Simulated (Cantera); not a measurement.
A closed system holds: 1 mol Cu, 1.8 mol HF, 5 mol N₂, held at 14.0 Pa.

Equilibrium computed with Cantera from the NASA thermochemical tables; the gas is ideal and each condensed phase is pure. Candidate condensed phases: Cu, CuF₂; 25 gas species. The numbers say what is thermodynamically allowed, not how fast it happens.

log p: log10 of the partial pressure in bar; n: condensed amount in mol.

```json
[
 {"T (°C)": "500", "log p N₂": "-3.99", "log p HF": "-4.43", "log p Cu": "<-15", "log p CuF": "-11.67", "log p H₂": "-11.97", "n Cu(s)": "1.00", "n Cu(l)": "0"},
 {"T (°C)": "550", "log p N₂": "-3.99", "log p HF": "-4.43", "log p Cu": "-14.56", "log p CuF": "-10.97", "log p H₂": "-11.27", "n Cu(s)": "1.000", "n Cu(l)": "0"},
 {"T (°C)": "600", "log p N₂": "-3.99", "log p HF": "-4.43", "log p Cu": "-13.34", "log p CuF": "-10.34", "log p H₂": "-10.64", "n Cu(s)": "1.000", "n Cu(l)": "0"},
 {"T (°C)": "650", "log p N₂": "-3.99", "log p HF": "-4.43", "log p Cu": "-12.26", "log p CuF": "-9.79", "log p H₂": "-10.09", "n Cu(s)": "1.000", "n Cu(l)": "0"},
 {"T (°C)": "700", "log p N₂": "-3.99", "log p HF": "-4.43", "log p Cu": "-11.29", "log p CuF": "-9.29", "log p H₂": "-9.59", "n Cu(s)": "1.000", "n Cu(l)": "0"},
 {"T (°C)": "750", "log p N₂": "-3.99", "log p HF": "-4.43", "log p Cu": "-10.42", "log p CuF": "-8.84", "log p H₂": "-9.14", "n Cu(s)": "1.000", "n Cu(l)": "0"},
 {"T (°C)": "800", "log p N₂": "-3.99", "log p HF": "-4.43", "log p Cu": "-9.62", "log p CuF": "-8.43", "log p H₂": "-8.74", "n Cu(s)": "1.000", "n Cu(l)": "0"},
 {"T (°C)": "850", "log p N₂": "-3.99", "log p HF": "-4.43", "log p Cu": "-8.90", "log p CuF": "-8.06", "log p H₂": "-8.37", "n Cu(s)": "1.000", "n Cu(l)": "0"},
 {"T (°C)": "900", "log p N₂": "-3.99", "log p HF": "-4.43", "log p Cu": "-8.24", "log p CuF": "-7.73", "log p H₂": "-8.03", "n Cu(s)": "0.999", "n Cu(l)": "0"},
 {"T (°C)": "950", "log p N₂": "-3.99", "log p HF": "-4.43", "log p Cu": "-7.64", "log p CuF": "-7.42", "log p H₂": "-7.72", "n Cu(s)": "0.997", "n Cu(l)": "0"},
 {"T (°C)": "1000", "log p N₂": "-3.99", "log p HF": "-4.43", "log p Cu": "(withheld)", "log p CuF": "(withheld)", "log p H₂": "(withheld)", "n Cu(s)": "0.992", "n Cu(l)": "0"},
 {"T (°C)": "1050", "log p N₂": "-3.99", "log p HF": "-4.43", "log p Cu": "(withheld)", "log p CuF": "(withheld)", "log p H₂": "(withheld)", "n Cu(s)": "0.980", "n Cu(l)": "0"},
 {"T (°C)": "1100", "log p N₂": "-3.99", "log p HF": "-4.44", "log p Cu": "-6.10", "log p CuF": "-6.63", "log p H₂": "-6.94", "n Cu(s)": "0", "n Cu(l)": "0.950"}
]
```

### Question
Complete the blanks.

### Answer

- 1000, log p Cu: -7.08
- 1000, log p CuF: -7.13
- 1000, log p H₂: -7.44
- 1050, log p Cu: -6.57
- 1050, log p CuF: -6.87
- 1050, log p H₂: -7.17
